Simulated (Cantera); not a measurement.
## Equilibrium for nitride etching: Si3N4 + HF

Feed: 1 mol Si3N4, 44 mol HF, equilibrated at 652 °C and 0.210 bar.

Cantera equilibrium calculation (NASA polynomials, part measured and part estimated; ideal gas, pure solids and liquids). Candidate condensed phases: Si, Si3N4; 37 gas species. The numbers say what is thermodynamically allowed, not how fast it happens.

```
Quantity                             Result
--------------------------------  ---------
x(HF)                                 0.744
x(H2)                                 0.140
x(SiF4)                              0.0698
x(N2)                                0.0465
x(H2F2)                             6.09e-6
x(NH3)                              2.35e-6
gas amount                        43.00 mol
log10 activity of Si(s) (absent)     -22.55
```
